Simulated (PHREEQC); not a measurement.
0.058 g of hydrous ferric oxide (600 m²/g; 0.2 weak and 0.005 strong sites per Fe, Dzombak-Morel constants, diffuse double layer) in 1 kg of water with 0.1 mol/kgw of an inert sodium salt, at 25 °C; the pH is set by adding NaOH or the inert anion's acid. Oxygen is held at 0.21 atm. The system is closed to CO2. No solid was allowed to form.

All values are PHREEQC results (ion-association model, wateq4f.dat), not measurements.

| pH | surface charge σ (C/m²) | surface potential ψ (mV) |
|---|---|---|
| 3 | 0.363 | 153 |
| 3.5 | 0.350 | 151 |
| 4 | ___ | 147 |
| 4.5 | 0.272 | 138 |
| 5 | 0.215 | 126 |
| 5.5 | ___ | 111 |
| 6 | 0.111 | ___ |
| 6.5 | 0.074 | 74 |
| 7 | 0.045 | 52 |
| 7.5 | ___ | ___ |
| 8 | ___ | 5 |
| 8.5 | -0.014 | -19 |
| 9 | -0.034 | -42 |

### Question
Fill in the missing entries.

### Answer

- 4, surface charge σ (C/m²): 0.321
- 5.5, surface charge σ (C/m²): 0.159
- 6, surface potential ψ (mV): 93
- 7.5, surface charge σ (C/m²): 0.022
- 7.5, surface potential ψ (mV): 29
- 8, surface charge σ (C/m²): 0.004

Species that the database lacks are ignored. The oxide is taken as insoluble; below pH 4 it would dissolve.
